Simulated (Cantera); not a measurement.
A closed system holds: 1 mol MgO, 0.066 mol SO₂, 0.74 mol N₂, equilibrated at 1275 °C and 0.280 bar.

Cantera equilibrium calculation (NASA polynomials, part measured and part estimated; ideal gas, pure solids and liquids). Candidate condensed phases: Mg, MgO, MgS, MgSO₄, S; 22 gas species. Kinetics and transport are ignored.

Base state: N₂ 0.918, SO₂ 0.0818, SO 3.60e-5, NO 1.16e-5, O₂ 1.02e-5 (mole fractions); condensed: MgO(s).

Task: What changes in the equilibrium state with this change: MgO replaced by Fe₂O₃?

Result: 
```
species         before     after
-------------  -------  --------
N₂               0.918     0.862
SO₂             0.0818    0.0766
O₂             1.02e-5    0.0604
SO             3.60e-5   4.38e-7
NO             1.16e-5  0.000862
SO₃            4.08e-6  0.000294
MgO(s), mol       1.00         0
Fe₂O₃(s), mol        0     0.686
Fe₃O₄(s), mol        0     0.209
```
Mutual solubility and eutectic melting of coexisting phases are not modelled. Further candidate phases: Fe, FeO, FeS, FeSO₄, FeS₂, Fe₂O₃, Fe₂(SO₄)₃, Fe₃O₄.
